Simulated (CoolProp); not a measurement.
Saturation properties of carbonyl sulfide (Tc = 105.6 °C, pc = 6369 kPa, ω = 0.098).

Model: reference Helmholtz-energy equation of state, Lemmon 2006, in CoolProp. It is a short technical equation, of lower accuracy than the large ones.

| T (°C) | p (kPa) | vapour density (kg/m³) | liquid cp (kJ/(kg K)) |
|---|---|---|---|
| -77.25 | 23.69 | 0.8826 | 1.164 |
| -67.95 | 40.98 | 1.465 | 1.167 |
| -58.65 | 67.19 | 2.312 | 1.174 |
| -49.25 | 105.7 | 3.513 | 1.183 |
| -39.95 | 158.9 | 5.124 | 1.194 |
| -30.65 | 230.9 | 7.245 | 1.208 |
| -21.25 | 326.5 | 10.01 | 1.225 |
| -11.95 | 448.0 | 13.47 | 1.245 |
| -2.65 | [?] | 17.78 | 1.269 |
| 6.75 | 790.8 | 23.15 | [?] |
| 16.05 | [?] | [?] | 1.331 |
| 25.35 | 1293 | 37.52 | 1.371 |
| 34.75 | 1619 | [?] | [?] |
| 44.05 | [?] | [?] | 1.485 |

Fill in the missing entries.


- -2.65, p (kPa): 600.5
- 6.75, liquid cp (kJ/(kg K)): 1.297
- 16.05, p (kPa): 1019
- 16.05, vapour density (kg/m³): 29.64
- 34.75, vapour density (kg/m³): 47.18
- 34.75, liquid cp (kJ/(kg K)): 1.422
- 44.05, p (kPa): 1998
- 44.05, vapour density (kg/m³): 58.79

It boils at -50.2 °C under 1 atm.
